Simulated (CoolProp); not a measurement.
Properties of isobutene along the isotherm 550 K.

Model: reference Helmholtz-energy equation of state, Lemmon 2005, in CoolProp. It is a short technical equation, of lower accuracy than the large ones.

```json
[
 {"p (bar)": "33.5", "phase": "gas", "Z": "0.8837", "cp (kJ/(kg K))": "2.643", "expansivity (1/kK)": "2.794"},
 {"p (bar)": "66.9", "phase": "supercritical", "Z": "0.7754", "cp (kJ/(kg K))": "2.895", "expansivity (1/kK)": "4.211"},
 {"p (bar)": "100", "phase": "supercritical", "Z": "0.7015", "cp (kJ/(kg K))": "3.165", "expansivity (1/kK)": "5.336"},
 {"p (bar)": "134", "phase": "supercritical", "Z": "0.6820", "cp (kJ/(kg K))": "3.271", "expansivity (1/kK)": "5.125"},
 {"p (bar)": "167", "phase": "supercritical", "Z": "0.7077", "cp (kJ/(kg K))": "3.229", "expansivity (1/kK)": "4.248"},
 {"p (bar)": "201", "phase": "supercritical", "Z": "0.7574", "cp (kJ/(kg K))": "3.162", "expansivity (1/kK)": "3.485"},
 {"p (bar)": "234", "phase": "supercritical", "Z": "0.8156", "cp (kJ/(kg K))": "3.108", "expansivity (1/kK)": "2.961"},
 {"p (bar)": "268", "phase": "supercritical", "Z": "0.8802", "cp (kJ/(kg K))": "3.065", "expansivity (1/kK)": "2.577"},
 {"p (bar)": "301", "phase": "supercritical", "Z": "0.9449", "cp (kJ/(kg K))": "3.034", "expansivity (1/kK)": "2.302"},
 {"p (bar)": "335", "phase": "supercritical", "Z": "1.013", "cp (kJ/(kg K))": "3.008", "expansivity (1/kK)": "2.084"},
 {"p (bar)": "368", "phase": "supercritical", "Z": "1.079", "cp (kJ/(kg K))": "2.988", "expansivity (1/kK)": "1.917"},
 {"p (bar)": "402", "phase": "supercritical", "Z": "1.147", "cp (kJ/(kg K))": "2.971", "expansivity (1/kK)": "1.778"}
]
```
